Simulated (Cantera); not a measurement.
Mixture: CO : H2 : O2 : N2 = 1 : 0.87 : 0.468 : 1.76 (molar parts), equivalence ratio 2.0, at 7500 Torr, adiabatic and at constant pressure. Ignition delay is the time to a rise of 400 K.

Cantera simulation using GRI-Mech 3.0 (53 species, 325 reactions); the numbers are that mechanism's predictions, not measurements. The hydrogen kinetics of GRI-Mech 3.0 are dated; newer H2 mechanisms differ, most at raised pressure. Where the delays flatten at high temperature, the 400 K rule measures the pace of heat release, not the induction time.

What does this change do: CO 1 to 1.7 parts?


| quantity | before | after |
|---|---|---|
| delay at 1150 K | 79.2 µs | 67.6 µs |
| delay at 1300 K | 5.91 µs | 6.64 µs |
| delay at 1450 K | 2.33 µs | 2.69 µs |
| delay at 1600 K | 1.39 µs | 1.63 µs |

What does this change do: pressure from 7500 Torr to 3750 Torr?


```csv
quantity,before,after
delay at 1150 K,79.2 µs,39.1 µs
delay at 1300 K,5.91 µs,8.54 µs
delay at 1450 K,2.33 µs,4.39 µs
delay at 1600 K,1.39 µs,2.91 µs
```
